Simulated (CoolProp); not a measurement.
Properties of sulfur hexafluoride along the isotherm 58.65 °C.

The numbers come from the reference Helmholtz-energy equation of state, Guder 2009 in CoolProp.

```json
[
 {"p (MPa)": "0.235", "phase": "gas", "density (kg/m³)": "12.68", "speed of sound (m/s)": "141.1", "Joule-Thomson coefficient (K/MPa)": "7.031", "conductivity (mW/(m K))": "15.6"},
 {"p (MPa)": "0.469", "phase": "gas", "density (kg/m³)": "25.80", "speed of sound (m/s)": "138.8", "Joule-Thomson coefficient (K/MPa)": "7.187", "conductivity (mW/(m K))": "15.8"},
 {"p (MPa)": "0.704", "phase": "gas", "density (kg/m³)": "39.52", "speed of sound (m/s)": "136.5", "Joule-Thomson coefficient (K/MPa)": "7.355", "conductivity (mW/(m K))": "15.9"},
 {"p (MPa)": "0.939", "phase": "gas", "density (kg/m³)": "53.86", "speed of sound (m/s)": "134.1", "Joule-Thomson coefficient (K/MPa)": "7.534", "conductivity (mW/(m K))": "16.1"},
 {"p (MPa)": "1.17", "phase": "gas", "density (kg/m³)": "68.63", "speed of sound (m/s)": "131.7", "Joule-Thomson coefficient (K/MPa)": "7.723", "conductivity (mW/(m K))": "16.3"},
 {"p (MPa)": "1.41", "phase": "gas", "density (kg/m³)": "84.75", "speed of sound (m/s)": "129.1", "Joule-Thomson coefficient (K/MPa)": "7.934", "conductivity (mW/(m K))": "16.5"},
 {"p (MPa)": "1.64", "phase": "gas", "density (kg/m³)": "101.1", "speed of sound (m/s)": "126.5", "Joule-Thomson coefficient (K/MPa)": "8.152", "conductivity (mW/(m K))": "16.8"},
 {"p (MPa)": "1.88", "phase": "gas", "density (kg/m³)": "119.1", "speed of sound (m/s)": "123.7", "Joule-Thomson coefficient (K/MPa)": "8.397", "conductivity (mW/(m K))": "17.1"}
]
```

Thermal conductivity comes from a separate model (Assael 2012).
